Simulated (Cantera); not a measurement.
**Thermodynamics of silicon carbide growth, feed CH₃SiH₃ + C₂H₄ + H₂**

A closed system holds: 1 mol CH₃SiH₃, 0.51 mol C₂H₄, 1.9 mol H₂, equilibrated at 27.0 Torr.

Cantera equilibrium calculation (NASA polynomials, part measured and part estimated; ideal gas, pure solids and liquids). Candidate condensed phases: C, C₆H₆, C₇H₈, C₈H₁₈, Si, SiC; 87 gas species. The feed counts by its element totals alone. Gases not in the tables: Si₂H₆ and higher silanes. Rates play no part.

```tsv
T (°C)	log p H₂	log p H	log p Si	log p C₂H₂ (acetylene)	log p SiC₂	log p Si₂C	log p SiH	log p SiH₂	n C(graphite)	n SiC(s)
1602	-1.45	-3.91	-6.52	-4.94	-8.17	-8.33	-7.27	-7.22	1.02	1.000
1652	-1.45	-3.74	-6.15	-4.79	-7.69	-7.85	-6.96	-7.00	1.01	1.000
1702	-1.45	-3.59	-5.79	-4.63	-7.23	-7.40	-6.66	-6.79	1.01	1.000
1752	-1.45	-3.44	-5.46	-4.49	-6.79	-6.97	-6.37	-6.58	1.01	0.999
1802	-1.45	-3.30	-5.14	-4.36	-6.37	-6.57	-6.10	-6.39	1.01	0.998
1852	-1.45	-3.17	-4.83	-4.23	-5.98	-6.18	-5.85	-6.21	1.00	0.997
1902	-1.46	-3.04	-4.54	-4.11	-5.60	-5.81	-5.60	-6.04	0.999	0.994
1952	-1.46	-2.92	-4.27	-3.99	-5.24	-5.46	-5.37	-5.87	0.995	0.988
2002	-1.47	-2.80	-4.00	-3.89	-4.90	-5.13	-5.15	-5.72	0.993	0.977
2052	-1.47	-2.70	-3.75	-3.78	-4.57	-4.81	-4.94	-5.57	0.995	0.957
2102	-1.48	-2.59	-3.51	-3.69	-4.26	-4.50	-4.74	-5.44	1.00	0.922
2152	-1.50	-2.50	-3.27	-3.60	-3.96	-4.21	-4.55	-5.31	1.02	0.859
2202	-1.52	-2.41	-3.05	-3.53	-3.67	-3.92	-4.37	-5.19	1.06	0.747
```
log p: log10 of the partial pressure in bar; n: condensed amount in mol.

From 1602 °C to 2202 °C the condensed part is C(graphite) + SiC(s). The main Si-bearing gas is Si throughout.
